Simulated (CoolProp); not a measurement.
Properties of octamethylcyclotetrasiloxane (D4) along the isobar 753 kPa.

The numbers come from the reference Helmholtz-energy equation of state, Thol 2015 in CoolProp.

```
T (K)   phase  density (kg/m³)  cp (kJ/(kg K))  fugacity coefficient
-----  ------  ---------------  --------------  --------------------
526.8  liquid            639.9           2.233                0.5632
534    liquid            623.6           2.270                0.6211
541.1  liquid            605.8           2.315                0.6804
555.5     gas            71.20           2.116                0.7613
562.6     gas            67.84           2.098                0.7734
569.8     gas            65.00           2.089                0.7847
577       gas            62.56           2.085                0.7952
584.2     gas            60.43           2.085                0.8051
591.3     gas            58.57           2.087                0.8142
598.5     gas            56.87           2.091                0.8229
605.7     gas            55.32           2.096                0.8311
612.8     gas            53.93           2.102                0.8387
620       gas            52.63           2.109                0.8461
```
